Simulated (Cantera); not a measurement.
Feed: 1 mol c-C4F8, 0.27 mol H2, 1.3 mol Si, at 800 K and 3.00 Pa.

Equilibrium computed with Cantera from the NASA thermochemical tables; the gas is ideal and each condensed phase is pure. The feed counts by its element totals alone. Condensed phases not in the tables: fluorocarbon polymer. Gases not in the tables: C2F6 and larger saturated fluorocarbons. The numbers say what is thermodynamically allowed, not how fast it happens.

| species | before | after |
|---|---|---|
| H2 | <1e-9 | 0.792 |
| HF | 0.225 | 0.142 |
| SiF4 | 0.541 | 0.0660 |
| CF4 | 0.235 | <1e-9 |
| CH4 | <1e-9 | 2.53e-5 |
| C(graphite), mol | 3.44 | 4.00 |
Gas species are given as mole fractions.

Problem. Name the change that produced these shifts.
(A) Si from 1.3 to 0.087 mol
(B) H2 from 0.27 to 17 mol
(C) temperature from 800 K to 1723 K
(D) Si from 1.3 to 0.021 mol

Solution. B, H2 from 0.27 to 17 mol
